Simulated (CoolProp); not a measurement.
Vapour-liquid equilibrium of hydrogen sulfide (1) + benzene (2) at 289.4 K; x and y are mole fractions of (1).

Model: multi-fluid Helmholtz-energy mixture model, Lemmon 2006 and Thol 2012; pair parameters Bell 2016, in CoolProp.

```json
[
 {"x": "0.05", "bubble pressure (MPa)": "0.08443", "y at the bubble point": "0.903", "dew pressure at overall composition x (MPa)": "0.008790", "liquid density (mol/L)": "11.65"},
 {"x": "0.125", "bubble pressure (MPa)": "0.1945", "y at the bubble point": "0.960", "dew pressure at overall composition x (MPa)": "0.009543", "liquid density (mol/L)": "12.21"},
 {"x": "0.2", "bubble pressure (MPa)": "0.3023", "y at the bubble point": "0.975", "dew pressure at overall composition x (MPa)": "0.01044", "liquid density (mol/L)": "12.81"},
 {"x": "0.275", "bubble pressure (MPa)": "0.4099", "y at the bubble point": "0.983", "dew pressure at overall composition x (MPa)": "0.01151", "liquid density (mol/L)": "13.46"},
 {"x": "0.35", "bubble pressure (MPa)": "0.5188", "y at the bubble point": "0.987", "dew pressure at overall composition x (MPa)": "0.01284", "liquid density (mol/L)": "14.16"},
 {"x": "0.425", "bubble pressure (MPa)": "0.6304", "y at the bubble point": "0.990", "dew pressure at overall composition x (MPa)": "0.01451", "liquid density (mol/L)": "14.92"},
 {"x": "0.5", "bubble pressure (MPa)": "0.7454", "y at the bubble point": "0.992", "dew pressure at overall composition x (MPa)": "0.01668", "liquid density (mol/L)": "15.75"},
 {"x": "0.575", "bubble pressure (MPa)": "0.8643", "y at the bubble point": "0.994", "dew pressure at overall composition x (MPa)": "0.01960", "liquid density (mol/L)": "16.65"},
 {"x": "0.65", "bubble pressure (MPa)": "0.9874", "y at the bubble point": "0.996", "dew pressure at overall composition x (MPa)": "0.02378", "liquid density (mol/L)": "17.64"},
 {"x": "0.725", "bubble pressure (MPa)": "1.115", "y at the bubble point": "0.997", "dew pressure at overall composition x (MPa)": "0.03020", "liquid density (mol/L)": "18.71"},
 {"x": "0.8", "bubble pressure (MPa)": "1.246", "y at the bubble point": "0.998", "dew pressure at overall composition x (MPa)": "0.04139", "liquid density (mol/L)": "19.87"},
 {"x": "0.875", "bubble pressure (MPa)": "1.381", "y at the bubble point": "0.999", "dew pressure at overall composition x (MPa)": "0.06571", "liquid density (mol/L)": "21.12"},
 {"x": "0.95", "bubble pressure (MPa)": "1.521", "y at the bubble point": "0.999", "dew pressure at overall composition x (MPa)": "0.1590", "liquid density (mol/L)": "22.46"}
]
```

No azeotrope shows between x = 0.05 and 0.95.

The pair parameters rest on a limited set of measurements; away from them the model extrapolates.
